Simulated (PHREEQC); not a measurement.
A solution holds 0.057 mol/kgw HF, 0.27 mol/kgw NH4F, 0.0001 mol/kgw (NH4)2SiF6 and 0.0022 mol/kgw H3PO4, at 25 °C. Closed to the air; pH follows from the charge balance.

All values are PHREEQC results (ion-association model, phreeqc.dat), not measurements.

Precipitation was switched off in this run.

Task: What pH, density does the model give?

Result: pH 3.87; density 1.003 g/cm³.

Task: In which forms is P present?

Result: H2PO4- 99 %, H3PO4 1.3 % of the P.

SiF6-2 is the database's only silicon fluoride.
